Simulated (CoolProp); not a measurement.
Propylene glycol at several states: Z from the reference equation and from simpler models built on Tc = 674.0 K, pc = 72.92 bar, ω = 0.327; each cubic takes its own stable root.

Computed with CoolProp (reference Helmholtz-energy equation of state, Eisenbach 2021).

```tsv
T (K)	p (bar)	phase	reference	van der Waals	Redlich-Kwong	Peng-Robinson
317.5	426	liquid	1.182	1.770	1.220	1.071
413.4	0.234	liquid	0.0005523	0.9970	0.9958	0.9949
495.7	252	liquid	0.5255	0.7662	0.5484	0.4710
505.1	62.5	liquid	0.1327	0.2033	0.1430	0.1202
354.6	134	liquid	0.3471	0.5268	0.3601	0.3118
```

At some of these states van der Waals, Redlich-Kwong, Peng-Robinson gives the other phase, because its saturation line lies elsewhere.
